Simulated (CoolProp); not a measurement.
Values from CoolProp's reference Helmholtz-energy equation of state, Lemmon 2006. It is a short technical equation, of lower accuracy than the large ones.

### Question
Give the vapour pressure (MPa), vapour density (kg/m³), liquid cp (kJ/(kg K)), surface tension (mN/m) of saturated acetone at 346.7 K.

### Answer
| T (K) | p (MPa) | vapour density (kg/m³) | liquid cp (kJ/(kg K)) | surface tension (mN/m) |
|---|---|---|---|---|
| 346.7 | 0.178 | 3.87 | 2.29 | 16.7 |

Surface tension comes from a separate correlation (Mulero 2012).
